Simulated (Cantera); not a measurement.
# Hydrocarbon pyrolysis for carbon deposition

An isothermal, constant-pressure homogeneous reactor starts with 9.95 % C3H8, 90.0 % H2, at 1950 K and 75.0 Torr.

Cantera simulation using GRI-Mech 3.0 (53 species, 325 reactions); the numbers are that mechanism's predictions, not measurements. GRI-Mech 3.0 was tuned for natural gas; its chemistry of propane as a main component is partial and can be far from experiment. GRI-Mech 3.0 stops at C3 and has no aromatics, soot or wall deposition, so with more carbon than oxygen in the feed, carbon stays in small species such as C2H2 where larger ones or solid carbon would form.

```
t (s)       x C3H8   x H2  x C2H2    x CH2     x CH3   x C2H6
--------  --------  -----  ------  -------  --------  -------
0.000300   7.72e-8  0.824  0.0751  1.50e-5   0.00631  7.72e-5
0.000866   3.29e-8  0.833  0.0820  1.01e-5   0.00452  4.43e-5
0.00250    1.28e-8  0.846  0.0911  8.19e-6   0.00332  2.37e-5
0.00721    2.29e-9  0.863   0.102  5.84e-6   0.00192  7.51e-6
0.0208    1.58e-10  0.875   0.110  3.15e-6  0.000813  1.25e-6
0.0600    6.44e-12  0.879   0.113  1.27e-6  0.000280  1.43e-7
0.173       <1e-12  0.881   0.114  4.68e-7   9.78e-5  1.84e-8
0.500       <1e-12  0.881   0.114  2.41e-7   4.96e-5  5.79e-9
1.44        <1e-12  0.881   0.114  2.18e-7   4.47e-5  4.98e-9
4.16        <1e-12  0.881   0.114  2.18e-7   4.47e-5  4.97e-9
12.0        <1e-12  0.881   0.114  2.18e-7   4.47e-5  4.97e-9
34.7        <1e-12  0.881   0.114  2.18e-7   4.47e-5  4.97e-9
100         <1e-12  0.881   0.114  2.18e-7   4.47e-5  4.97e-9
```
x: mole fraction; the columns are a selection and need not sum to one.

Equilibrium at this temperature and pressure: C3H8 <1e-12, H2 0.881, C2H2 0.114, CH2 2.18e-7, CH3 4.47e-5, C2H6 4.98e-9 (gas phase only).
